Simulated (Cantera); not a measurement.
A closed system holds: 1 mol C3H6, 2.2 mol H2, 3.2 mol N2, at 2548.15 K and 120 Pa.

Equilibrium computed with Cantera from the NASA thermochemical tables; the gas is ideal and each condensed phase is pure. Candidate condensed phases: C, C6H6, C7H8, C8H18; 92 gas species. Rates play no part.

Base state: H 0.442, N2 0.283, H2 0.245, HCN 0.0210, C2H2 (acetylene) 0.00323, HNC 0.00259, CN 0.00234, C3 0.000863 (mole fractions); condensed: C(graphite).

What changes in the equilibrium state with this change: temperature from 2548.15 K to 2650 K?


```csv
species,before,after
H,0.442,0.542
N2,0.283,0.260
H2,0.245,0.160
HCN,0.0210,0.0206
C5,3.16e-6,2.06e-5
C2,8.03e-5,0.000354
"C(graphite), mol",2.61,2.42
```

What changes in the equilibrium state with this change: pressure from 120 Pa to 1900000 Pa?


```csv
species,before,after
H2,0.245,0.585
N2,0.283,0.360
HCN,0.0210,0.0365
H,0.442,0.00543
CH4,9.97e-9,0.000903
C2H4,<1e-9,5.27e-5
"C(graphite), mol",2.61,2.51
```
